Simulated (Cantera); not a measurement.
Input: 1 mol Si3N4, 0.017 mol O2, 2.6 mol H2, at 1125 °C and 130000 Pa.

These are equilibrium values from Cantera (NASA tables, ideal gas, pure condensed phases), not measurements of a reactor. Candidate condensed phases: H2O, Si, SiO2, Si2N2O, Si3N4; 35 gas species. Mutual solubility and eutectic melting of coexisting phases are not modelled. The numbers say what is thermodynamically allowed, not how fast it happens.

Base state: H2 0.996, N2 0.00434 (mole fractions); condensed: Si2N2O(s) + Si3N4(s).

**Question.** What changes in the equilibrium state with this change: Si3N4 replaced by SiC?

**Answer.** 
| species | before | after |
|---|---|---|
| H2 | 0.996 | 0.994 |
| CH4 | 0 | 0.00391 |
| CO | 0 | 0.00176 |
| N2 | 0.00434 | 0 |
| H2O | 8.82e-9 | 1.23e-5 |
| Si2N2O(s), mol | 0.0340 | 0 |
| Si3N4(s), mol | 0.977 | 0 |
| SiC(s), mol | 0 | 0.985 |
| SiO2(β-quartz), mol | 0 | 0.0147 |
The tables hold silica as quartz up to 1696 K and as liquid above; real silica turns to tridymite and cristobalite and melts near 1996 K. Further candidate phases: C, C6H6, C7H8, C8H18, SiC.
